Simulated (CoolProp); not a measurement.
Properties of sulfur hexafluoride at several states (Tc = 318.7 K, pc = 37.55 bar, ω = 0.210).

Model: reference Helmholtz-energy equation of state, Guder 2009, in CoolProp.

```
T (K)  p (bar)          phase  density (kg/m³)  cp (kJ/(kg K))  cv (kJ/(kg K))  expansivity (1/kK)
-----  -------  -------------  ---------------  --------------  --------------  ------------------
520.3     30.7            gas            107.7          0.9190          0.8408               2.336
529.9     62.2  supercritical            219.5          0.9524          0.8511               2.653
517.9      104  supercritical            387.8          0.9920          0.8501               3.231
```
